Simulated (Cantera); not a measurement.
## Ignition delay

Mixture: 3.09 % CH4, 10.5 % O2, 86.4 % N2, at 380000 Pa, adiabatic and at constant volume. Ignition delay is the time to a rise of 400 K.

Computed with Cantera and GRI-Mech 3.0 (53 species, 325 reactions).

| T0 (K) | delay (ms) |
|---|---|
| 1173 | 30.0 |
| 1248 | 11.4 |
| 1323 | 4.56 |
| 1398 | 1.93 |
| 1473 | 0.862 |
| 1548 | 0.407 |
| 1623 | 0.205 |

```
Item                                                     Value
--------------------------------------------------  ----------
apparent activation energy between 1473 and 1623 K  190 kJ/mol
```
